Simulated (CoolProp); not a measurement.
Hydrogen chloride along the isobar 31 MPa: Z from the reference equation and from simpler models built on Tc = 51.5 °C, pc = 8.314 MPa, ω = 0.130; each cubic takes its own stable root.

Computed with CoolProp (reference Helmholtz-energy equation of state, Thol 2018).

```tsv
T (°C)	phase	reference
-65.95	liquid	0.5560
-49.15	liquid	0.5312
-32.35	liquid	0.5115
-15.65	liquid	0.4965
1.15	liquid	0.4855
17.95	liquid	0.4786
34.75	liquid	0.4759
51.45	liquid	0.4777
68.25	supercritical	0.4847
```

Q: How far does each simpler model (van der Waals, Redlich-Kwong, Soave-Redlich-Kwong, Peng-Robinson) lie from the reference over these 9 states: mean and median of the absolute difference, and the worst?

A: 
- van der Waals: mean 55.2 %, median 56.3 %, worst +62.9 % at -65.95 °C and 31 MPa
- Redlich-Kwong: mean 15.7 %, median 15.7 %, worst +17.4 % at 68.25 °C and 31 MPa
- Soave-Redlich-Kwong: mean 15.1 %, median 14.5 %, worst +18.3 % at 68.25 °C and 31 MPa
- Peng-Robinson: mean 2.7 %, median 2.0 %, worst +6.8 % at 68.25 °C and 31 MPa
